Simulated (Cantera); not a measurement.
An isothermal, constant-pressure homogeneous reactor starts with 5.56 % CH₄, 94.4 % N₂, at 1900 K and 50.3 Torr.

Model: GRI-Mech 3.0 (53 species, 325 reactions), integrated in Cantera. GRI-Mech 3.0 stops at C3 and has no aromatics, soot or wall deposition, so with more carbon than oxygen in the feed, carbon stays in small species such as C2H2 where larger ones or solid carbon would form.

Problem. Predict: x(CH₄) at 1.00 s; x(H) at 1.00 s; x(C₂H) at 1.00 s; x(CH₂) at 1.00 s; x(H₂) at 1.00 s; x(C₂H₂) at 1.00 s.

Solution. 
| Property | Result |
|---|---|
| x(CH₄) at 1.00 s | 1.75e-5 (gas-phase equilibrium 2.96e-6) |
| x(H) at 1.00 s | 0.000861 (gas-phase equilibrium 0.000865) |
| x(C₂H) at 1.00 s | 3.76e-6 (gas-phase equilibrium 7.08e-7) |
| x(CH₂) at 1.00 s | 5.07e-8 (gas-phase equilibrium 8.69e-9) |
| x(H₂) at 1.00 s | 0.0784 (gas-phase equilibrium 0.0785) |
| x(C₂H₂) at 1.00 s | 0.0262 (gas-phase equilibrium 0.00492) |
